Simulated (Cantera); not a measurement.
Silicon etching in halogen gases: Si + Cl2 + N2

Feed: 1 mol Si, 2.1 mol Cl2, 0.22 mol N2, held at 3500 Pa.

These are equilibrium values from Cantera (NASA tables, ideal gas, pure condensed phases), not measurements of a reactor. Candidate condensed phases: Si, Si3N4; 13 gas species. The tables' values for SiCl3 are old estimates; treat these amounts as uncertain. Equilibrium is a limit: real reactors are often held back by kinetics, nucleation or transport.

| T (°C) | log p SiCl4 | log p N2 | log p Cl | log p Cl2 | log p SiCl3 | log p SiCl2 |
|---|---|---|---|---|---|---|
| 352 | -1.58 | -2.23 | -8.57 | -2.58 | <-13 | <-13 |
| 502 | -1.58 | -2.23 | -6.58 | -2.58 | <-13 | <-13 |
| 652 | -1.58 | -2.23 | -5.23 | -2.58 | -10.60 | <-13 |
| 802 | -1.58 | -2.23 | -4.25 | -2.58 | -8.48 | <-13 |
| 952 | -1.58 | -2.24 | -3.52 | -2.60 | -6.88 | -11.28 |
| 1102 | -1.58 | -2.24 | -2.97 | -2.68 | -5.60 | -8.95 |
| 1252 | -1.59 | -2.25 | -2.60 | -2.88 | -4.51 | -6.96 |
| 1402 | -1.61 | -2.26 | -2.39 | -3.23 | -3.54 | -5.16 |
log p: log10 of the partial pressure in bar; nothing condenses.

From 352 °C to 1402 °C nothing is condensed. The main Si-bearing gas is SiCl4 throughout.
